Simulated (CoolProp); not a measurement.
R21 along the isotherm 383.3 K: density (kg/m³) from the reference equation and from simpler models built on Tc = 452.7 K, pc = 5.289 MPa, ω = 0.206; each cubic takes its own stable root.

Model: reference Helmholtz-energy equation of state, Platzer 1990, in CoolProp. This equation is an older, rougher fit; its heat capacities, sound speeds and derivatives of the liquid may be far off and weren't checked against measurements.

```json
[
 {"p (MPa)": "0.0251", "phase": "gas", "reference": "0.8129"},
 {"p (MPa)": "0.0571", "phase": "gas", "reference": "1.856"},
 {"p (MPa)": "0.13", "phase": "gas", "reference": "4.263"},
 {"p (MPa)": "0.296", "phase": "gas", "reference": "9.905"},
 {"p (MPa)": "0.673", "phase": "gas", "reference": "23.70"},
 {"p (MPa)": "1.53", "phase": "gas", "reference": "62.83"},
 {"p (MPa)": "3.49", "phase": "liquid", "reference": "1139"},
 {"p (MPa)": "7.93", "phase": "liquid", "reference": "1169"}
]
```

Task: How far does each simpler model (van der Waals, Redlich-Kwong, Soave-Redlich-Kwong) lie from the reference over these 8 states: mean and median of the absolute difference, and the worst?

Result: 
- van der Waals: mean 10.4 %, median 1.8 %, worst -37.1 % at 383.3 K and 3.49 MPa
- Redlich-Kwong: mean 3.5 %, median 0.7 %, worst -12.5 % at 383.3 K and 3.49 MPa
- Soave-Redlich-Kwong: mean 2.5 %, median 0.4 %, worst -9.1 % at 383.3 K and 3.49 MPa
